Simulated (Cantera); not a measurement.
Input (Python, Cantera):

```python
import numpy as np
import cantera as ct

gas = ct.Solution("gri30.yaml")
gas.TPX = 1873, 35, {'C2H6': 4.2, 'N2': 1.3}
inlet = ct.Reservoir(gas, clone=True)

reactor = ct.IdealGasConstPressureReactor(gas, energy="off", clone=False)
exhaust = ct.Reservoir(gas, clone=True)
tau = [0.65, 0.33, 0.17, 0.086, 0.044, 0.022, 0.011, 0.0058, 0.003, 0.0015][0]
for a, b in ((inlet, reactor), (reactor, exhaust)):
    ct.MassFlowController(a, b, mdot=lambda t: reactor.mass / tau)
net = ct.ReactorNet([reactor])
show = ['C2H6', 'HCN', 'H', 'CH3', 'C2H', 'CH2']

rows = []
print(f"{'tau/s':>10s}{'T/K':>9s}" + "".join(f"{s:>11s}" for s in show))
for tau in [0.65, 0.33, 0.17, 0.086, 0.044, 0.022, 0.011, 0.0058, 0.003, 0.0015]:
    net.initial_time = 0.0
    net.advance(30 * tau)
    before = gas.X
    net.advance(40 * tau)
    drift = np.max(np.abs(gas.X - before) / (gas.X + 1e-9))
    rows.append([gas.T, *gas[show].X, drift])
    print(f"{tau:10.3e}{gas.T:9.1f}" + "".join(f"{x:11.3e}" for x in gas[show].X))
```

Result:

```
     tau/s      T/K       C2H6        HCN          H        CH3        C2H        CH2
 6.500e-01   1873.0  8.703e-04  6.715e-06  6.261e-03  1.819e-02  3.930e-05  5.638e-05
 3.300e-01   1873.0  1.695e-03  4.580e-06  6.565e-03  2.594e-02  4.182e-05  7.071e-05
 1.700e-01   1873.0  3.271e-03  3.177e-06  6.835e-03  3.642e-02  4.415e-05  8.864e-05
 8.600e-02   1873.0  6.464e-03  2.205e-06  7.049e-03  5.109e-02  4.590e-05  1.125e-04
 4.400e-02   1873.0  1.271e-02  1.555e-06  7.151e-03  7.045e-02  4.615e-05  1.429e-04
 2.200e-02   1873.0  2.572e-02  1.091e-06  7.073e-03  9.664e-02  4.345e-05  1.833e-04
 1.100e-02   1873.0  5.191e-02  7.589e-07  6.725e-03  1.289e-01  3.623e-05  2.319e-04
 5.800e-03   1873.0  9.744e-02  5.253e-07  6.112e-03  1.605e-01  2.562e-05  2.778e-04
 3.000e-03   1873.0  1.774e-01  3.354e-07  5.222e-03  1.856e-01  1.381e-05  3.098e-04
 1.500e-03   1873.0  3.024e-01  1.851e-07  4.114e-03  1.908e-01  4.936e-06  3.050e-04
```

Computed with Cantera and GRI-Mech 3.0 (53 species, 325 reactions). GRI-Mech 3.0 stops at C3 and has no aromatics, soot or wall deposition, so with more carbon than oxygen in the feed, carbon stays in small species such as C2H2 where larger ones or solid carbon would form. Radical loss at walls, strong at low pressure, is not modelled.
